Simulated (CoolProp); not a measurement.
Saturation properties of R245ca (Tc = 174.4 °C, pc = 3.941 MPa, ω = 0.355).

The numbers come from the reference Helmholtz-energy equation of state, Zhou 2016 in CoolProp.

```tsv
T (°C)	p (MPa)	enthalpy of vaporisation (kJ/kg)	liquid cp (kJ/(kg K))	vapour Z	surface tension (mN/m)
-23.75	0.009487	231.5	1.325	0.9936	22.7
-20.45	?	229.6	1.327	0.9925	22.3
-17.15	0.01395	227.8	1.330	0.9913	21.8
-13.95	0.01668	226.0	1.332	0.9901	21.4
-10.65	0.01993	?	1.335	0.9886	21.0
-7.45	0.02356	222.4	1.338	0.9870	20.6
-4.15	0.02785	220.6	1.342	0.9852	20.1
-0.85	0.03275	218.8	1.345	0.9833	19.7
2.35	0.03816	217.0	1.349	0.9812	19.3
5.65	0.04447	215.2	1.353	0.9789	?
8.85	0.05136	?	1.357	0.9765	18.4
12.15	0.05934	211.6	1.361	0.9739	18.0
15.45	0.06828	209.7	1.365	0.9710	17.6
18.65	0.07794	207.9	1.370	0.9681	17.1
21.95	0.08900	206.0	?	0.9648	16.7
```

Task: What belongs in the gaps?

Result: 
- -20.45, p (MPa): 0.01154
- -10.65, enthalpy of vaporisation (kJ/kg): 224.2
- 5.65, surface tension (mN/m): 18.8
- 8.85, enthalpy of vaporisation (kJ/kg): 213.4
- 21.95, liquid cp (kJ/(kg K)): 1.375

It boils at 25.3 °C under 1 atm.

Surface tension comes from a separate correlation (Mulero 2012).
